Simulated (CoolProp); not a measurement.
R1336mzz(Z) at 300.08 K and 2.13 MPa is throttled through a valve to 0.0436 MPa with no heat exchange. Each further row changes one setting.

The numbers come from the reference Helmholtz-energy equation of state, McLinden 2020 in CoolProp.

| case | temperature change (K) | final phase | final density (kg/m³) |
|---|---|---|---|
| as stated | -14.6 | two-phase, vapour fraction 0.105 | 29.0 |
| outlet pressure 0.0131 MPa | … | two-phase, vapour fraction 0.256 | 3.92 |
| outlet pressure 0.0567 MPa | … | … | 60.1 |

Some entries are withheld; supply them.


- outlet pressure 0.0131 MPa, temperature change (K): -39.3
- outlet pressure 0.0567 MPa, temperature change (K): -8.4
- outlet pressure 0.0567 MPa, final phase: two-phase, vapour fraction 0.063
